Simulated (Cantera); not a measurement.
A perfectly stirred reactor is fed with C3H8 : H2 : N2 = 1 : 2.2 : 0.19 (molar parts), at 0.000168 atm; it is held at 1800 K, and followed from long to short residence time.

Computed with Cantera and GRI-Mech 3.0 (53 species, 325 reactions). GRI-Mech 3.0 was tuned for natural gas; its chemistry of propane as a main component is partial and can be far from experiment. GRI-Mech 3.0 stops at C3 and has no aromatics, soot or wall deposition, so with more carbon than oxygen in the feed, carbon stays in small species such as C2H2 where larger ones or solid carbon would form. Radical loss at walls, strong at low pressure, is not modelled.

Problem. Predict: x(C3H8) at τ = 0.420 s; x(H2) at τ = 0.420 s; x(H) at τ = 0.420 s; x(CH3) at τ = 0.420 s; x(C2H2) at τ = 0.420 s; x(C3H8) at τ = 5.40 ms; x(H2) at τ = 5.40 ms; x(H) at τ = 5.40 ms; x(CH3) at τ = 5.40 ms; x(C2H2) at τ = 5.40 ms.

Solution. 
```
Quantity                  Value
----------------------  -------
x(C3H8) at τ = 0.420 s  0.00115
x(H2) at τ = 0.420 s      0.628
x(H) at τ = 0.420 s     0.00566
x(CH3) at τ = 0.420 s    0.0211
x(C2H2) at τ = 0.420 s    0.183
x(C3H8) at τ = 5.40 ms   0.0881
x(H2) at τ = 5.40 ms      0.546
x(H) at τ = 5.40 ms     0.00442
x(CH3) at τ = 5.40 ms    0.0923
x(C2H2) at τ = 5.40 ms   0.0122
```
